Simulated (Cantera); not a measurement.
What does this Cantera script print?

```python
import numpy as np
import cantera as ct

gas_names = [...]  # 95 gases of nasa_gas.yaml made of C, F, H
cond_names = """
    C(gr) C6H6(L) C7H8(L) C8H18(L),n-octa
""".split()


# ... load() reads the species with a 1 bar reference pressure and builds the phases ...
atoms = {
    'CH2F2': {'C': 1, 'H': 2, 'F': 2},
    'CH4': {'C': 1, 'H': 4},
    'H2': {'H': 2},
}
top_T = {'C(gr)': 4500}  # K; cautious upper limits of use, not melting points


# ... equilibrate(T, P, feed) seeds the gas with the atoms and calls Mixture.equilibrate('TP', solver="vcs", rtol=1e-11, max_steps=5000) ...
results = []
feed = {'CH2F2': 1, 'CH4': 0.4, 'H2': 0.11}  # mol
for P in [1, 3.6, 13, 46, 170, 600, 2200, 7700, 28000, 100000]:
    for T in [1473, 1623, 1773, 1923, 2073, 2223, 2373, 2523, 2673, 2823, 2973]:
        mix = equilibrate(T, P, feed)
        results.append((T, P, feed, dict(zip(mix.species_names, mix.species_moles))))

for T, P, feed, n in results:
    print(f"{T:7g} {P:10.4g}  " + (" + ".join(c for c in cond_names if n.get(c, 0) > 1e-12) or "gas only"))
```

Output:

```
   1473          1  C(gr)
   1623          1  C(gr)
   1773          1  C(gr)
   1923          1  C(gr)
   2073          1  C(gr)
   2223          1  C(gr)
   2373          1  C(gr)
   2523          1  C(gr)
   2673          1  gas only
   2823          1  gas only
   2973          1  gas only
   1473        3.6  C(gr)
   1623        3.6  C(gr)
   1773        3.6  C(gr)
   1923        3.6  C(gr)
   2073        3.6  C(gr)
   2223        3.6  C(gr)
   2373        3.6  C(gr)
   2523        3.6  C(gr)
   2673        3.6  gas only
   2823        3.6  gas only
   2973        3.6  gas only
   1473         13  C(gr)
   1623         13  C(gr)
   1773         13  C(gr)
   1923         13  C(gr)
   2073         13  C(gr)
   2223         13  C(gr)
   2373         13  C(gr)
   2523         13  C(gr)
   2673         13  C(gr)
   2823         13  gas only
   2973         13  gas only
   1473         46  C(gr)
   1623         46  C(gr)
   1773         46  C(gr)
   1923         46  C(gr)
   2073         46  C(gr)
   2223         46  C(gr)
   2373         46  C(gr)
   2523         46  C(gr)
   2673         46  C(gr)
   2823         46  gas only
   2973         46  gas only
   1473        170  C(gr)
   1623        170  C(gr)
   1773        170  C(gr)
   1923        170  C(gr)
   2073        170  C(gr)
   2223        170  C(gr)
   2373        170  C(gr)
   2523        170  C(gr)
   2673        170  C(gr)
   2823        170  C(gr)
   2973        170  gas only
   1473        600  C(gr)
   1623        600  C(gr)
   1773        600  C(gr)
   1923        600  C(gr)
   2073        600  C(gr)
   2223        600  C(gr)
   2373        600  C(gr)
   2523        600  C(gr)
   2673        600  C(gr)
   2823        600  C(gr)
   2973        600  C(gr)
   1473       2200  C(gr)
   1623       2200  C(gr)
   1773       2200  C(gr)
   1923       2200  C(gr)
   2073       2200  C(gr)
   2223       2200  C(gr)
   2373       2200  C(gr)
   2523       2200  C(gr)
   2673       2200  C(gr)
   2823       2200  C(gr)
   2973       2200  C(gr)
   1473       7700  C(gr)
   1623       7700  C(gr)
   1773       7700  C(gr)
   1923       7700  C(gr)
   2073       7700  C(gr)
   2223       7700  C(gr)
   2373       7700  C(gr)
   2523       7700  C(gr)
   2673       7700  C(gr)
   2823       7700  C(gr)
   2973       7700  C(gr)
   1473    2.8e+04  C(gr)
   1623    2.8e+04  C(gr)
   1773    2.8e+04  C(gr)
   1923    2.8e+04  C(gr)
   2073    2.8e+04  C(gr)
   2223    2.8e+04  C(gr)
   2373    2.8e+04  C(gr)
   2523    2.8e+04  C(gr)
   2673    2.8e+04  C(gr)
   2823    2.8e+04  C(gr)
   2973    2.8e+04  C(gr)
   1473      1e+05  C(gr)
   1623      1e+05  C(gr)
   1773      1e+05  C(gr)
   1923      1e+05  C(gr)
   2073      1e+05  C(gr)
   2223      1e+05  C(gr)
   2373      1e+05  C(gr)
   2523      1e+05  C(gr)
   2673      1e+05  C(gr)
   2823      1e+05  C(gr)
   2973      1e+05  C(gr)
```

These are equilibrium values from Cantera (NASA tables, ideal gas, pure condensed phases), not measurements of a reactor.
